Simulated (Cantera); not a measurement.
Input (Python, Cantera) and output of one run.

```python
import numpy as np
import cantera as ct

gas_names = """
    AL ALH ALO ALOH ALO2 ALO2H AL2 AL2O AL2O2 H HALO HO2 H2 H2O H2O2 O OH O2 O3
""".split()
cond_names = """
    AL(cr) AL(L) AL2O3(a) AL2O3(L) H2O(s) H2O(L)
""".split()


def load(file, names, dense=False):
    # The tables refer to 1 bar. Condensed volumes are neglected.
    table = {s.name: s for s in ct.Species.list_from_file(file)}
    out = []
    for n in names:
        d = dict(table[n].input_data)
        d["thermo"] = dict(d["thermo"], **{"reference-pressure": 1e5})
        if dense:
            d["equation-of-state"] = {"model": "constant-volume", "density": "1e6 g/cm^3"}
        out.append(ct.Species.from_dict(d))
    return out


gas = ct.Solution(thermo="ideal-gas", species=load("nasa_gas.yaml", gas_names))
cond = {s.name: ct.Solution(thermo="fixed-stoichiometry", species=[s], name=s.name)
        for s in load("nasa_condensed.yaml", cond_names, dense=True)}
atoms = {
    'Al2O3': {'AL': 2, 'O': 3},
    'H2': {'H': 2},
}
top_T = {}  # K; cautious upper limits of use, not melting points


def equilibrate(T, P, feed):
    n = {}
    for name, mol in feed.items():
        for a, k in atoms[name].items():
            n[a] = n.get(a, 0.0) + k * mol
    gas.TPX = T, P, n
    mass = sum(n.values()) * gas.mean_molecular_weight
    gas.equilibrate("TP")
    valid = [c for c in cond.values() if c.min_temp <= T <= top_T.get(c.name, c.max_temp)]
    mix = ct.Mixture([(gas, mass / gas.mean_molecular_weight)] + [(c, 0.0) for c in valid])
    mix.T, mix.P = T, P
    mix.equilibrate("TP", solver="vcs", rtol=1e-11, max_steps=5000)
    return mix


results = []
feed = {'Al2O3': 1, 'H2': 0.39}  # mol
T = 2450  # K
P = 870000  # Pa
mix = equilibrate(T, P, feed)
results.append((T, P, feed, dict(zip(mix.species_names, mix.species_moles))))
x = sorted(zip(gas.X, gas.species_names), reverse=True)
print(f"T = {T:g} K  P = {P:g} Pa  gas = {mix.phase_moles(0):.4g} mol")
print("   x: " + "  ".join(f"{s} {v:.3e}" for v, s in x if v > 1e-06))
print("   condensed (mol): " + ("  ".join(f"{mix.phase(i).name} {mix.phase_moles(i):.4g}"
      for i in range(1, mix.n_phases) if mix.phase_moles(i) > 1e-12) or "none"))
```

Output:

```
T = 2450 K  P = 870000 Pa  gas = 0.3916 mol
   x: H2 9.909e-01  H 6.780e-03  H2O 1.418e-03  AL2O 3.522e-04  AL 3.222e-04  ALH 1.182e-04  ALOH 1.087e-04  OH 1.896e-06  ALO 1.879e-06
   condensed (mol): AL2O3(L) 0.9998
```

Method: chemical equilibrium by Gibbs-energy minimisation in Cantera with the NASA 1993 tables (ideal gas, pure condensed phases). The tables' values for AlOH are old estimates; treat these amounts as uncertain. Gases not in the tables: Al(OH)3.
